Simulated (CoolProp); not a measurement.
Model: reference Helmholtz-energy equation of state, McLinden 2020, in CoolProp.

Problem. Give the vapour pressure (kPa), liquid density (kg/m³), vapour density (kg/m³), enthalpy of vaporisation (kJ/kg) of saturated R1336mzz(Z) at 60.45, 70.35 °C.

Solution. 
```json
[
 {"T (°C)": "60.45", "p (kPa)": "248", "liquid density (kg/m³)": "1270", "vapour density (kg/m³)": "16.2", "enthalpy of vaporisation (kJ/kg)": "151"},
 {"T (°C)": "70.35", "p (kPa)": "331", "liquid density (kg/m³)": "1240", "vapour density (kg/m³)": "21.5", "enthalpy of vaporisation (kJ/kg)": "146"}
]
```
